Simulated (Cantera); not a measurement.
Ignition delay

Mixture: 4.48 % CH4, 5.83 % CO, 18.9 % O2, 70.8 % N2, equivalence ratio 0.63, at 1.01 bar, adiabatic and at constant pressure. Ignition delay is the time to a rise of 400 K.

Computed with Cantera and GRI-Mech 3.0 (53 species, 325 reactions).

```tsv
T0 (K)	delay (ms)
1275	11.8
1325	6.00
1375	3.21
1425	1.82
1475	1.09
1525	0.690
1575	0.456
```

```
Quantity                                                 Value
--------------------------------------------------  ----------
apparent activation energy between 1475 and 1575 K  170 kJ/mol
```
